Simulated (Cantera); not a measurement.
A closed system holds: 1 mol N₂O, a varied amount of H₂O, 0.064 mol O₂, held at 1127 °C and 1700000 Pa.

These are equilibrium values from Cantera (NASA tables, ideal gas, pure condensed phases), not measurements of a reactor. Candidate condensed phases: H₂O; 24 gas species. Rates play no part.

x: gas mole fraction; nothing condenses.

| n(H₂O) (mol) | x H₂O | x N₂ | x O₂ | x NO | x OH | x NO₂ |
|---|---|---|---|---|---|---|
| 0.31 | 0.165 | 0.533 | 0.301 | 0.000713 | 2.13e-5 | 2.62e-5 |
| 0.51 | (withheld) | (withheld) | (withheld) | (withheld) | (withheld) | (withheld) |
| 0.83 | 0.347 | 0.417 | 0.235 | 0.000558 | 2.90e-5 | 1.82e-5 |
| 1.4 | 0.472 | 0.337 | 0.190 | 0.000451 | 3.21e-5 | 1.32e-5 |
| 2.3 | (withheld) | (withheld) | (withheld) | (withheld) | 3.38e-5 | (withheld) |
| 3.7 | 0.703 | 0.190 | 0.107 | 0.000254 | 3.40e-5 | 5.57e-6 |
| 6.1 | 0.796 | 0.130 | 0.0735 | 0.000174 | 3.29e-5 | 3.17e-6 |
| 10 | 0.865 | 0.0864 | 0.0487 | 0.000116 | 3.09e-5 | 1.71e-6 |

**Question.** What belongs in the gaps?

**Answer.** 
- 0.51, x H₂O: 0.246
- 0.51, x N₂: 0.482
- 0.51, x O₂: 0.272
- 0.51, x NO: 0.000644
- 0.51, x OH: 2.54e-5
- 0.51, x NO₂: 2.25e-5
- 2.3, x H₂O: 0.595
- 2.3, x N₂: 0.259
- 2.3, x O₂: 0.146
- 2.3, x NO: 0.000346
- 2.3, x NO₂: 8.86e-6
